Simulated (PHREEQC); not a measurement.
A solution holds 17 mmol/kgw H2SiF6 and 5.3 mmol/kgw H2SO4, at 25 °C. Closed to the air; pH follows from the charge balance.

Equilibrium calculation in PHREEQC: ion-association model, phreeqc.dat.

Task: The ionic strength comes out as 0.0571 mol/kgw. What activity coefficients do HSO4-, SO4-2, HF2-, F-, SiF6-2 get?

Result: HSO4- 0.81, SO4-2 0.44, HF2- 0.81, F- 0.80, SiF6-2 0.45.

This is a speciation only: nothing precipitates in the calculation. Saturation is exceeded, for instance for Quartz (slow to form), Chalcedony (slow to form); the values hold only as long as no solid forms. SiF6-2 is the database's only silicon fluoride.
